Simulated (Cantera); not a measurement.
Mixture: CH4 : O2 : N2 = 1 : 1.18 : 4.42 (molar parts), at 15800 Torr, adiabatic and at constant volume. Ignition delay is the time to a rise of 400 K.

Cantera simulation using GRI-Mech 3.0 (53 species, 325 reactions); the numbers are that mechanism's predictions, not measurements. The pressure lies above the range GRI-Mech 3.0 was tuned for (to about 10 atm).

What does this change do: pressure from 15800 Torr to 1800 Torr?


```
quantity                                                before       after
--------------------------------------------------  ----------  ----------
delay at 1323 K                                       0.625 ms     5.26 ms
delay at 1423 K                                       0.227 ms     1.62 ms
delay at 1523 K                                        88.4 µs    0.553 ms
delay at 1623 K                                        36.6 µs    0.211 ms
delay at 1723 K                                        16.1 µs     90.9 µs
delay at 1823 K                                        7.63 µs     44.2 µs
delay at 1923 K                                        3.91 µs     23.9 µs
apparent activation energy between 1723 and 1923 K  200 kJ/mol  180 kJ/mol
```
